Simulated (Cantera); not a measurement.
Cantera run, input and output.

```python
import numpy as np
import cantera as ct

gas = ct.Solution("gri30.yaml")
gas.TPX = 1248, 100000, {'CH4': 1, 'O2': 2, 'N2': 22, 'CO2': 5.3}
reactor = ct.IdealGasConstPressureReactor(gas, energy="on", clone=False)
net = ct.ReactorNet([reactor])
net.rtol, net.atol = 1e-08, 1e-16
show = ['CH4', 'O2', 'CO2', 'C2H2', 'N2O', 'C2H4']
times = np.geomspace(1e-06, 4, 16)

steps = ct.SolutionArray(gas, extra=["t"])
rows = []
print(f"{'t/s':>10s}{'T/K':>9s}{'P/Pa':>11s}" + "".join(f"{s:>11s}" for s in show))
for t in times:
    while net.time < t:
        t_next = net.step()
        steps.append(gas.state, t=t_next)
    rows.append([np.interp(t, steps.t, y) for y in (steps.T, steps.P, *steps(*show).X.T)])
    print(f"{t:10.3e}{rows[-1][0]:9.1f}{rows[-1][1]:11.4g}" + "".join(f"{x:11.3e}" for x in rows[-1][2:]))
rate = np.gradient(steps.T, steps.t)
print("integrator steps:", len(steps.t))
if steps.T.max() > steps.T[0] + 200:
    print(f"time of steepest temperature rise: {steps.t[rate.argmax()]:.4e} s")
gas.TPX = 1248, 100000, {'CH4': 1, 'O2': 2, 'N2': 22, 'CO2': 5.3}
gas.equilibrate("HP")
print(f"equilibrium (HP): T = {gas.T:.1f} K  " + "  ".join(f"{s} {gas[s].X[0]:.3e}" for s in show))
```

It prints:

```
       t/s      T/K       P/Pa        CH4         O2        CO2       C2H2        N2O       C2H4
 1.000e-06   1248.0      1e+05  3.300e-02  6.601e-02  1.749e-01  3.251e-29  3.153e-17  2.815e-21
 2.755e-06   1248.0      1e+05  3.300e-02  6.601e-02  1.749e-01  4.077e-27  9.906e-17  1.381e-19
 7.591e-06   1248.0      1e+05  3.300e-02  6.601e-02  1.749e-01  5.553e-25  3.661e-16  6.763e-18
 2.091e-05   1248.0      1e+05  3.300e-02  6.601e-02  1.749e-01  6.467e-23  1.639e-15  2.716e-16
 5.762e-05   1248.0      1e+05  3.300e-02  6.601e-02  1.749e-01  5.732e-21  8.997e-15  8.196e-15
 1.587e-04   1248.0      1e+05  3.300e-02  6.601e-02  1.749e-01  4.158e-19  5.769e-14  2.109e-13
 4.373e-04   1248.0      1e+05  3.300e-02  6.601e-02  1.749e-01  3.115e-17  3.941e-13  5.817e-12
 1.205e-03   1248.0      1e+05  3.300e-02  6.601e-02  1.749e-01  3.111e-15  2.569e-12  2.170e-10
 3.320e-03   1248.0      1e+05  3.300e-02  6.600e-02  1.749e-01  5.288e-13  1.270e-11  1.136e-08
 9.146e-03   1248.1      1e+05  3.297e-02  6.599e-02  1.749e-01  5.549e-11  4.372e-11  2.438e-07
 2.520e-02   1248.7      1e+05  3.283e-02  6.590e-02  1.749e-01  2.007e-09  2.121e-10  2.351e-06
 6.942e-02   1256.0      1e+05  3.133e-02  6.487e-02  1.749e-01  2.593e-07  1.993e-09  7.597e-05
 1.913e-01   1870.5      1e+05  5.132e-20  1.891e-03  2.038e-01 -7.573e-22  4.060e-08  9.407e-27
 5.270e-01   1878.6      1e+05 -4.234e-19  1.342e-03  2.050e-01 -2.913e-18  2.293e-08  3.511e-24
 1.452e+00   1879.0      1e+05  3.099e-20  1.303e-03  2.050e-01  1.797e-21  2.190e-08  5.382e-27
 4.000e+00   1878.8      1e+05  3.145e-20  1.288e-03  2.050e-01  1.127e-25  2.178e-08  3.021e-31
integrator steps: 2538
time of steepest temperature rise: 9.7641e-02 s
equilibrium (HP): T = 1877.6 K  CH4 4.196e-20  O2 1.181e-03  CO2 2.049e-01  C2H2 1.797e-25  N2O 2.108e-08  C2H4 5.166e-31
```

Cantera simulation using GRI-Mech 3.0 (53 species, 325 reactions); the numbers are that mechanism's predictions, not measurements.
